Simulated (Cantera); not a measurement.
Charge: 1 mol BaF2, 0.45 mol H2, 0.37 mol HF, equilibrated at 1727 °C and 0.0133 bar.

Cantera equilibrium calculation (NASA polynomials, part measured and part estimated; ideal gas, pure solids and liquids). Candidate condensed phases: Ba, BaF2; 14 gas species. The numbers say what is thermodynamically allowed, not how fast it happens.

Base state: BaF2 0.533, H2 0.236, HF 0.213, BaF 0.0117, H 0.00684, Ba 1.08e-5 (mole fractions); condensed: gas only.

### Question
What changes in the equilibrium state with this change: pressure from 0.0133 bar to 0.00550 bar?

### Answer
```json
[
 {"species": "BaF2", "before": "0.533", "after": "0.524"},
 {"species": "H2", "before": "0.236", "after": "0.230"},
 {"species": "HF", "before": "0.213", "after": "0.218"},
 {"species": "BaF", "before": "0.0117", "after": "0.0174"},
 {"species": "H", "before": "0.00684", "after": "0.0105"},
 {"species": "Ba", "before": "1.08e-5", "after": "2.41e-5"}
]
```

### Question
What changes in the equilibrium state with this change: pressure from 0.0133 bar to 0.0630 bar?

### Answer
```csv
species,before,after
BaF2,0.533,0.352
H2,0.236,0.349
HF,0.213,0.293
BaF,0.0117,0.00315
Ba,1.08e-5,1.18e-6
H,0.00684,0.00383
"BaF2(l), mol",0,0.547
```

### Question
What changes in the equilibrium state with this change: temperature from 1727 °C to 527 °C?

### Answer
```csv
species,before,after
H2,0.236,0.549
HF,0.213,0.451
BaF2,0.533,<1e-9
BaF,0.0117,<1e-9
H,0.00684,<1e-9
Ba,1.08e-5,<1e-9
"BaF2(s), mol",0,1.00
```
